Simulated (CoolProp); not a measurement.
Properties of R1234ze(Z) along the isobar 955 kPa.

The numbers come from the reference Helmholtz-energy equation of state, Akasaka 2019 in CoolProp.

```csv
T (°C),phase,Z,cp (kJ/(kg K)),expansivity (1/kK),fugacity coefficient
13.95,liquid,0.03633,1.241,2.019,?
25.05,liquid,0.03579,?,2.157,0.1786
36.05,liquid,0.03538,1.304,2.320,0.2517
47.15,liquid,0.03508,?,2.518,0.3447
58.25,liquid,0.03491,1.380,2.765,0.4587
69.25,liquid,0.03489,?,3.082,0.5935
80.35,liquid,0.03505,1.480,3.518,0.7519
91.45,gas,0.7957,1.166,6.035,0.8292
102.45,gas,0.8216,1.141,5.226,0.8468
```

Question: Fill in the missing entries.

Answer: 
- 13.95, fugacity coefficient: 0.1220
- 25.05, cp (kJ/(kg K)): 1.271
- 47.15, cp (kJ/(kg K)): 1.340
- 69.25, cp (kJ/(kg K)): 1.425
